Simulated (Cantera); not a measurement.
What does this Cantera script print?

```python
import numpy as np
import cantera as ct

gas_names = """
    B BF BF2 BF3 BN B2 F F2 N NF NF2 NF3 N2
""".split()
cond_names = """
    B(b) B(L) BN(s)
""".split()


# ... load() reads the species with a 1 bar reference pressure and builds the phases ...
atoms = {
    'BN': {'B': 1, 'N': 1},
    'F2': {'F': 2},
    'N2': {'N': 2},
}
top_T = {'BN(s)': 3200}  # K; cautious upper limits of use, not melting points


# ... equilibrate(T, P, feed) seeds the gas with the atoms and calls Mixture.equilibrate('TP', solver="vcs", rtol=1e-11, max_steps=5000) ...
results = []
feed = {'BN': 1, 'F2': 5.3, 'N2': 16}  # mol
T = 1623  # K
P = 18  # Pa
mix = equilibrate(T, P, feed)
results.append((T, P, feed, dict(zip(mix.species_names, mix.species_moles))))
x = sorted(zip(gas.X, gas.species_names), reverse=True)
print(f"T = {T:g} K  P = {P:g} Pa  gas = {mix.phase_moles(0):.4g} mol")
print("   x: " + "  ".join(f"{s} {v:.3e}" for v, s in x if v > 1e-06))
print("   condensed (mol): " + ("  ".join(f"{mix.phase(i).name} {mix.phase_moles(i):.4g}"
      for i in range(1, mix.n_phases) if mix.phase_moles(i) > 1e-12) or "none"))
```

It prints:

```
T = 1623 K  P = 18 Pa  gas = 25.1 mol
   x: N2 6.574e-01  F 3.028e-01  BF3 3.984e-02
   condensed (mol): none
```

These are equilibrium values from Cantera (NASA tables, ideal gas, pure condensed phases), not measurements of a reactor.
